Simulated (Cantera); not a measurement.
## Reactions in the system Ca-N-O

Standard-state values (1 bar) from the NASA 1993 polynomials, evaluated with Cantera. Values are per mole of reaction as written; species without (g) are pure solids or liquids, kept so even where they would boil at 1 bar.

Ca(g) + NO(g) → N(g) + CaO

```
T (K)  ΔH° (kJ)  ΔS° (J/K)  ΔG° (kJ)  log10 K
-----  --------  ---------  --------  -------
973      -419.0     -153.0    -270.2    14.50
1173     -415.1     -149.2    -240.0    10.69
1373     -411.0     -146.1    -210.5     8.01
1573     -406.9     -143.3    -181.5     6.03
1773     -402.7     -140.8    -153.1     4.51
1973     -398.4     -138.5    -125.2     3.31
2173     -394.1     -136.4     -97.7     2.35
2373     -389.6     -134.4     -70.6     1.55
2573     -385.2     -132.6     -43.9     0.89
```
